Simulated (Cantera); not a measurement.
What does this Cantera script print?

```python
import numpy as np
import cantera as ct

gas_names = """
    CL CL2 H HCL H2 Si SiCL SiCL2 SiCL3 SiCL4 SiH SiHCL3 SiH2 SiH2CL2 SiH3 SiH3CL SiH4 Si2 Si3
""".split()
cond_names = """
    Si(cr) Si(L)
""".split()


# ... load() reads the species with a 1 bar reference pressure and builds the phases ...
atoms = {
    'SiH2Cl2': {'Si': 1, 'H': 2, 'CL': 2},
    'Cl2': {'CL': 2},
    'H2': {'H': 2},
}
top_T = {}  # K; cautious upper limits of use, not melting points


# ... equilibrate(T, P, feed) seeds the gas with the atoms and calls Mixture.equilibrate('TP', solver="vcs", rtol=1e-11, max_steps=5000) ...
results = []
feed = {'SiH2Cl2': 1, 'Cl2': 0.0045, 'H2': 20}  # mol
T = 1025  # K
for P in [100, 460, 2100, 9600, 44000, 200000]:
    mix = equilibrate(T, P, feed)
    results.append((T, P, feed, dict(zip(mix.species_names, mix.species_moles))))

top = {s: max(r[3][s] / sum(r[3][g] for g in gas_names) for r in results) for s in gas_names}
cols = sorted((s for s in top if top[s] > 0.0001), key=lambda s: -top[s])[:9]
seen = [c for c in cond_names if any(r[3].get(c, 0) > 1e-12 for r in results)]
print("log10 of partial pressures in bar; condensed amounts in mol")
print(f"{'P/Pa':>10s}" + "".join(f"{s[:9]:>10s}" for s in cols + seen))
for T, P, feed, n in results:
    ng = sum(n[g] for g in gas_names)
    print(f"{P:10.4g}" + "".join(f"{np.log10(max(n[s] / ng * P / 1e5, 1e-99)):10.3f}" for s in cols)
          + "".join(f"{n.get(c, 0):10.4g}" for c in seen))
```

Output:

```
log10 of partial pressures in bar; condensed amounts in mol
      P/Pa        H2       HCL     SiCL4    SiHCL3     SiCL2   SiH2CL2     SiCL3    Si(cr)
       100    -3.026    -4.361    -5.081    -5.812    -5.444    -7.498    -5.922    0.6805
       460    -2.359    -3.829    -4.288    -4.884    -5.048    -6.435    -5.328    0.6295
      2100    -1.697    -3.318    -3.568    -4.012    -4.688    -5.412    -4.788    0.5797
      9600    -1.034    -2.818    -2.894    -3.176    -4.351    -4.413    -4.282    0.5332
   4.4e+04    -0.372    -2.328    -2.257    -2.367    -4.032    -3.432    -3.805    0.4892
     2e+05     0.286    -1.849    -1.660    -1.590    -3.734    -2.475    -3.357    0.4457
```

These are equilibrium values from Cantera (NASA tables, ideal gas, pure condensed phases), not measurements of a reactor. The tables' values for SiCl3 are old estimates; treat these amounts as uncertain.
